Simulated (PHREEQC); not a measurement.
Model water analysis in mmol/kgw, 75 °C, pH 6.36, pe 1.8: Na 0.0143; K 0.00285; Ca 0.00962; Mg 0.00304; Cl 0.023; S(6) 0.00191; Alkalinity (meq/kgw) 0.0142; Zn 7.93e-06; Br 0.000762.

Valence states are taken as typed.

The numbers come from PHREEQC with the ion-association model, phreeqc.dat.

This is a speciation only: nothing precipitates in the calculation.

Problem. Order these Zn species by the share of Zn that they hold, largest first: ZnHCO3+, ZnOH+, Zn+2.

Solution. Zn+2 (94 %), ZnOH+ (5.9 %), ZnHCO3+ (0.16 %)

The pH is 6.36 and the ionic strength 5.71e-5 mol/kgw. Complexes and solids missing from the database can't appear. Constants without temperature data keep their 25 °C values here.
